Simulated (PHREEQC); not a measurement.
Consider water at 25 °C with 0.0011 mol HF, 0.00013 mol NH4HF2, 0.0033 mol H2SiF6 and 0.0013 mol H2SO4 per kg of water. Closed to the air; pH follows from the charge balance.

Model: ion-association model, phreeqc.dat, run in PHREEQC.

Precipitation was switched off in this run.

Q: Predict the pH, ionic strength.

A: pH 2.13; ionic strength 0.0120 mol/kgw.

Q: In which forms is S present?

A: SO4-2 66 %, HSO4- 34 % of the S.

The solution is supersaturated, for example in Quartz (slow to form), Chalcedony (slow to form), so a real one may precipitate; this is no full list. SiF6-2 is the database's only silicon fluoride.
